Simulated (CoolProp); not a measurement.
Vapour-liquid equilibrium of R143a (1) + isobutene (2) at -55.45 °C; x and y are mole fractions of (1).

Model: multi-fluid Helmholtz-energy mixture model, Lemmon and Jacobsen 2000 and Lemmon 2005; pair parameters Bell 2016, in CoolProp.

| x | bubble pressure (MPa) | y at the bubble point | dew pressure at overall composition x (MPa) | liquid density (mol/L) |
|---|---|---|---|---|
| 0.05 | … | 0.559 | 0.009709 | 12.18 |
| 0.15 | 0.03437 | 0.759 | 0.01081 | … |
| 0.25 | 0.04250 | … | 0.01220 | 12.49 |
| 0.35 | 0.04748 | 0.845 | 0.01399 | 12.66 |
| 0.45 | 0.05093 | 0.864 | 0.01640 | 12.84 |
| 0.55 | 0.05374 | 0.879 | 0.01978 | 13.03 |
| 0.65 | 0.05643 | … | 0.02488 | 13.24 |
| 0.75 | 0.05927 | 0.916 | 0.03332 | 13.47 |
| 0.85 | 0.06237 | 0.942 | 0.04840 | 13.72 |
| 0.95 | 0.06575 | 0.977 | 0.06325 | 14.00 |

Some entries are withheld; supply them.


- 0.05, bubble pressure (MPa): 0.02015
- 0.15, liquid density (mol/L): 12.33
- 0.25, y at the bubble point: 0.817
- 0.65, y at the bubble point: 0.896

No azeotrope shows between x = 0.05 and 0.95.

The pair parameters rest on a limited set of measurements; away from them the model extrapolates. With so large a gap from Raoult's law the liquid may split in two, which this calculation doesn't test in full.
